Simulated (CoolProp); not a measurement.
Vapour-liquid equilibrium of R142b (1) + R113 (2) at 0.189 MPa; x and y are mole fractions of (1).

Values from CoolProp's multi-fluid Helmholtz-energy mixture model, Lemmon 2006 and Marx 1992; pair parameters Bell 2016.

```tsv
x	bubble temperature, mixture model (K)	bubble temperature, Raoult's law (K)	y, mixture model	y, Raoult's law
0.05	332.3	333.6	(withheld)	0.234
0.125	321.9	324.6	0.493	0.468
0.2	313.9	317.3	0.639	0.618
0.275	307.7	311.2	0.732	0.720
0.35	302.8	306.0	0.796	0.792
0.425	298.8	301.6	0.841	0.844
0.5	295.4	297.8	0.875	0.883
0.575	292.5	294.4	0.902	0.913
0.65	290.0	291.3	0.924	0.937
0.725	287.7	288.6	(withheld)	0.956
0.8	285.6	286.1	0.960	0.971
0.875	283.6	283.9	0.975	0.984
0.95	281.7	281.8	(withheld)	0.994
```

**Question.** Complete the blanks.

**Answer.** 
- 0.05, y, mixture model: 0.252
- 0.725, y, mixture model: 0.943
- 0.95, y, mixture model: 0.990

The largest gap from Raoult's law is -3.5 K in bubble temperature, at x = 0.275. No azeotrope shows between x = 0.05 and 0.95.

The pair parameters rest on a limited set of measurements; away from them the model extrapolates.
